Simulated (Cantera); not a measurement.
A perfectly stirred reactor is fed with H2 : O2 : N2 : H2O = 1 : 1.19 : 4.48 : 0.24 (molar parts), at 17.0 bar; it is adiabatic with a 700 K inlet, and is followed from long to short residence time, starting on the burning branch (τ in s: 0.21, 0.078, 0.029, 0.011, 0.004, 0.0015, 0.00054, 0.0002, 7.5e-05).

Cantera simulation using the H2/O2 subset of GRI-Mech 3.0, which has no nitrogen chemistry; the numbers are that mechanism's predictions, not measurements. The hydrogen kinetics of GRI-Mech 3.0 are dated; newer H2 mechanisms differ, most at raised pressure. The pressure lies above the range GRI-Mech 3.0 was tuned for (to about 10 atm).

One state of this run: T (K) = 1744; x H2 = 0.00261; x O2 = 0.108; x H2O = 0.190; x O = 0.000228; x H2O2 = 3.34e-6; x H = 7.95e-5. x: mole fraction; the columns are a selection and need not sum to one.

Task: Which value of τ (s) does it belong to?
(A) 0.011
(B) 0.00020
(C) 7.5e-5
(D) 0.0040

Result: C, 7.5e-5
